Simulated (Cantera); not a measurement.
Thermodynamics of fluorocarbon and chlorocarbon gases, feed CH3F + Si + H2

Charge: 1 mol CH3F, 1.2 mol Si, 0.32 mol H2, held at 1348.15 K and 0.920 bar.

These are equilibrium values from Cantera (NASA tables, ideal gas, pure condensed phases), not measurements of a reactor. Candidate condensed phases: C, C6H6, C7H8, C8H18, Si, SiC; 113 gas species. The tables' values for SiF3, SiF2 are old estimates; treat these amounts as uncertain. Rates play no part.

```
Property                              Result
--------------------------------  ----------
x(H2)                                  0.871
x(SiF4)                                0.115
x(SiHF3)                             0.00559
x(CH4)                               0.00407
x(HF)                                0.00261
x(SiF3)                              0.00145
x(SiH2F2)                           0.000128
x(SiF2)                              1.40e-5
x(H)                                 2.26e-6
n(C(graphite))                    0.0440 mol
n(SiC(s))                          0.948 mol
gas amount                         2.061 mol
log10 activity of Si(s) (absent)       -2.42
```
